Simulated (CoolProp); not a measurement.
C3F8 (R218) at several states: density (kg/m³) from the reference equation and from simpler models built on Tc = 345.0 K, pc = 26.40 bar, ω = 0.317; each cubic takes its own stable root.

Values from CoolProp's reference Helmholtz-energy equation of state, Lemmon 2006. It is a short technical equation, of lower accuracy than the large ones.

```tsv
T (K)	p (bar)	phase	reference	van der Waals	Redlich-Kwong	Soave-Redlich-Kwong	Peng-Robinson
264.3	50.2	liquid	1528	1002	1399	1458	1646
178	7.21	liquid	1825	1129	(withheld)	(withheld)	1935
199.4	8.79	liquid	1751	1089	(withheld)	1660	(withheld)
370.9	113	supercritical	1124	(withheld)	1087	1060	(withheld)
232	65.1	liquid	1655	1076	1533	1587	(withheld)
```

Q: Complete the blanks.

A: 
- 178, Redlich-Kwong: 1671
- 178, Soave-Redlich-Kwong: 1720
- 199.4, Redlich-Kwong: 1603
- 199.4, Peng-Robinson: 1871
- 370.9, van der Waals: 888.2
- 370.9, Peng-Robinson: 1170
- 232, Peng-Robinson: 1788
